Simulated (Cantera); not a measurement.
## SiH4 + Cl2 + H2 + HCl (silicon epitaxy and polysilicon growth)

A closed system holds: 1 mol SiH4, 0.085 mol Cl2, a varied amount of H2, 0.018 mol HCl, at 1773.15 K and 1.05 Torr.

Cantera equilibrium calculation (NASA polynomials, part measured and part estimated; ideal gas, pure solids and liquids). Candidate condensed phases: Si; 19 gas species. The tables' values for SiCl are old estimates; treat these amounts as uncertain. Gases not in the tables: Si2H6 and higher silanes. Kinetics and transport are ignored.

```csv
n(H2) (mol),x H2,x HCl,x H,x Si,x SiCl2,x SiH,x Cl,n Si(l)
16,0.981,0.00961,0.00754,0.00152,0.000303,6.97e-5,5.68e-5,0.964
23,0.984,0.00704,0.00755,0.00152,0.000162,6.98e-5,4.15e-5,0.953
34,0.986,0.00496,0.00756,0.00152,8.02e-5,6.99e-5,2.92e-5,0.936
49,0.987,0.00354,0.00756,0.00152,4.07e-5,7.00e-5,2.08e-5,0.912
71,0.988,0.00249,0.00757,0.00152,2.01e-5,7.00e-5,1.46e-5,0.877
100,0.989,0.00179,0.00757,0.00152,1.04e-5,7.00e-5,1.05e-5,0.829
150,0.990,0.00121,0.00757,0.00152,4.72e-6,7.00e-5,7.09e-6,0.747
220,0.990,0.000828,0.00757,0.00152,2.22e-6,7.01e-5,4.87e-6,0.632
320,0.990,0.000572,0.00758,0.00152,1.06e-6,7.01e-5,3.36e-6,0.467
470,0.990,0.000391,0.00758,0.00152,4.95e-7,7.01e-5,2.30e-6,0.219
680,0.991,0.000271,0.00758,0.00136,2.11e-7,6.23e-5,1.59e-6,0
```
x: gas mole fraction; n: condensed amount in mol.

From 16 mol H2 to 470 mol H2 the condensed part is Si(l). At 680 mol H2 nothing is condensed. The main Si-bearing gas is Si throughout. The share of Si in condensed phases is highest at 16 mol H2 (96.4 %) and lowest at 680 mol H2 (0.0 %).
